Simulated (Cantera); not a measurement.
Input: 1 mol CuO, 1200 mol H2, equilibrated at 100 Torr.

Cantera equilibrium calculation (NASA polynomials, part measured and part estimated; ideal gas, pure solids and liquids). Candidate condensed phases: Cu, CuO, Cu(OH)2, Cu2O, H2O; 12 gas species. Kinetics and transport are ignored.

x: gas mole fraction; n: condensed amount in mol.

```json
[
 {"T (°C)": "900", "x H2": "0.999", "x H": "3.23e-7", "x H2O": "0.000833", "x Cu": "4.28e-8", "x Cu2": "<1e-12", "x OH": "1.86e-12", "n Cu(s)": "1.000", "n Cu(l)": "0"},
 {"T (°C)": "975", "x H2": "0.999", "x H": "1.28e-6", "x H2O": "0.000833", "x Cu": "3.30e-7", "x Cu2": "1.60e-11", "x OH": "1.09e-11", "n Cu(s)": "1.000", "n Cu(l)": "0"},
 {"T (°C)": "1050", "x H2": "0.999", "x H": "4.34e-6", "x H2O": "0.000833", "x Cu": "2.01e-6", "x Cu2": "2.06e-10", "x OH": "5.24e-11", "n Cu(s)": "0.998", "n Cu(l)": "0"},
 {"T (°C)": "1125", "x H2": "0.999", "x H": "1.30e-5", "x H2O": "0.000833", "x Cu": "9.73e-6", "x Cu2": "1.87e-9", "x OH": "2.13e-10", "n Cu(s)": "0", "n Cu(l)": "0.988"},
 {"T (°C)": "1200", "x H2": "0.999", "x H": "3.46e-5", "x H2O": "0.000833", "x Cu": "3.88e-5", "x Cu2": "1.27e-8", "x OH": "7.52e-10", "n Cu(s)": "0", "n Cu(l)": "0.953"},
 {"T (°C)": "1275", "x H2": "0.999", "x H": "8.43e-5", "x H2O": "0.000833", "x Cu": "0.000135", "x Cu2": "7.13e-8", "x OH": "2.35e-9", "n Cu(s)": "0", "n Cu(l)": "0.838"},
 {"T (°C)": "1350", "x H2": "0.999", "x H": "0.000189", "x H2O": "0.000833", "x Cu": "0.000417", "x Cu2": "3.38e-7", "x OH": "6.61e-9", "n Cu(s)": "0", "n Cu(l)": "0.499"},
 {"T (°C)": "1425", "x H2": "0.998", "x H": "0.000396", "x H2O": "0.000832", "x Cu": "0.000831", "x Cu2": "7.13e-7", "x OH": "1.70e-8", "n Cu(s)": "0", "n Cu(l)": "0"},
 {"T (°C)": "1500", "x H2": "0.998", "x H": "0.000778", "x H2O": "0.000832", "x Cu": "0.000832", "x Cu2": "3.98e-7", "x OH": "4.02e-8", "n Cu(s)": "0", "n Cu(l)": "0"},
 {"T (°C)": "1575", "x H2": "0.997", "x H": "(withheld)", "x H2O": "0.000832", "x Cu": "0.000832", "x Cu2": "(withheld)", "x OH": "(withheld)", "n Cu(s)": "0", "n Cu(l)": "0"},
 {"T (°C)": "1650", "x H2": "0.996", "x H": "(withheld)", "x H2O": "0.000831", "x Cu": "0.000831", "x Cu2": "(withheld)", "x OH": "(withheld)", "n Cu(s)": "0", "n Cu(l)": "0"},
 {"T (°C)": "1725", "x H2": "0.994", "x H": "0.00438", "x H2O": "0.000830", "x Cu": "0.000831", "x Cu2": "8.93e-8", "x OH": "3.64e-7", "n Cu(s)": "0", "n Cu(l)": "0"}
]
```

Complete the blanks.


- 1650, x H: 0.00257
- 1650, x Cu2: 1.42e-7
- 1650, x OH: 1.85e-7
- 1575, x H: 0.00145
- 1575, x Cu2: 2.33e-7
- 1575, x OH: 8.90e-8
